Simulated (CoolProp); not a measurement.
Vapour-liquid equilibrium of R125 (1) + propylene (2) at 301.6 K; x and y are mole fractions of (1).

Computed with CoolProp (multi-fluid Helmholtz-energy mixture model, Lemmon 2005 and Lemmon 2013; pair parameters Bell 2016).

| x | bubble pressure (MPa) | y at the bubble point | dew pressure at overall composition x (MPa) | liquid density (mol/L) |
|---|---|---|---|---|
| 0.05 | 1.351 | 0.098 | 1.304 | 11.69 |
| 0.15 | 1.494 | 0.239 | 1.403 | 11.31 |
| 0.25 | 1.592 | 0.340 | 1.505 | 10.96 |
| 0.35 | [?] | 0.421 | 1.601 | 10.65 |
| 0.45 | 1.700 | 0.494 | [?] | 10.38 |
| 0.55 | 1.721 | 0.564 | 1.718 | 10.15 |
| 0.65 | 1.720 | 0.637 | 1.718 | 9.983 |
| 0.75 | 1.697 | 0.717 | 1.682 | 9.860 |
| 0.85 | 1.646 | [?] | [?] | 9.782 |
| 0.95 | 1.563 | 0.929 | 1.547 | [?] |

### Question
Some entries are withheld; supply them.

### Answer

- 0.35, bubble pressure (MPa): 1.659
- 0.45, dew pressure at overall composition x (MPa): 1.677
- 0.85, y at the bubble point: 0.812
- 0.85, dew pressure at overall composition x (MPa): 1.621
- 0.95, liquid density (mol/L): 9.742

y crosses x between x = 0.55 and 0.65: the model has an azeotrope there.

The pair parameters rest on a limited set of measurements; away from them the model extrapolates.
